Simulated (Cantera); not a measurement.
Standard-state values (1 bar) from the NASA 1993 polynomials, evaluated with Cantera. Values are per mole of reaction as written; species without (g) are pure solids or liquids, kept so even where they would boil at 1 bar.

5 Ti2O3 + 3 TiCl4 ⇌ 4 TiCl3 + 3 Ti3O5

| T (K) | ΔH° (kJ) | ΔS° (J/K) | ΔG° (kJ) | log10 K |
|---|---|---|---|---|
| 300 | -248.1 | -198.2 | -188.6 | 32.84 |
| 450 | -259.7 | -228.7 | -156.8 | 18.20 |
| 460 | ? | ? | ? | ? |
| 470 | -223.6 | -148.2 | -153.9 | 17.11 |
| 480 | ? | ? | ? | ? |
| 490 | -232.0 | -165.9 | -150.7 | 16.06 |
| 500 | ? | ? | ? | ? |
| 510 | -234.7 | -171.4 | -147.3 | 15.09 |
| 520 | -236.1 | -174.1 | -145.6 | 14.62 |
| 530 | -237.5 | -176.8 | -143.8 | 14.17 |
| 540 | -238.9 | -179.5 | -142.0 | 13.74 |

Task: What belongs in the gaps?

Result: 
- 460, ΔH° (kJ): -221.7
- 460, ΔS° (J/K): -144.1
- 460, ΔG° (kJ): -155.4
- 460, log10 K: 17.65
- 480, ΔH° (kJ): -230.6
- 480, ΔS° (J/K): -163.1
- 480, ΔG° (kJ): -152.3
- 480, log10 K: 16.58
- 500, ΔH° (kJ): -233.3
- 500, ΔS° (J/K): -168.6
- 500, ΔG° (kJ): -149.0
- 500, log10 K: 15.57
